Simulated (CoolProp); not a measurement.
Vapour-liquid equilibrium of R134a (1) + R1234ze(E) (2) at 248.2 K; x and y are mole fractions of (1).

Values from CoolProp's multi-fluid Helmholtz-energy mixture model, Tillner-Roth 1994 and Thol 2016; pair parameters Bell 2022.

```
x      bubble pressure, mixture model (MPa)  bubble pressure, Raoult's law (MPa)  y, mixture model  y, Raoult's law
-----  ------------------------------------  -----------------------------------  ----------------  ---------------
0.05                                0.08029                              0.07899             0.081            0.068
0.125                               0.08397                              0.08117             0.186            0.164
0.2                                 0.08719                              0.08335             0.277            0.256
0.275                               0.09004                              0.08554             0.359            0.343
0.35                                0.09258                              0.08772             0.434            0.425
0.425                               0.09486                              0.08990             0.505            0.504
0.5                                 0.09692                              0.09209             0.572            0.579
0.575                               0.09879                              0.09427             0.637            0.650
0.65                                 0.1005                              0.09645             0.701            0.719
0.725                                0.1020                              0.09864             0.764            0.784
0.8                                  0.1035                               0.1008             0.828            0.846
0.875                                0.1048                               0.1030             0.892            0.906
0.95                                 0.1059                               0.1052             0.956            0.963
```

The largest gap from Raoult's law is +5.5 % in bubble pressure, at x = 0.35. No azeotrope shows between x = 0.05 and 0.95.

Pair parameters are fitted to limited data, so mixtures are less certain than the pure fluids.
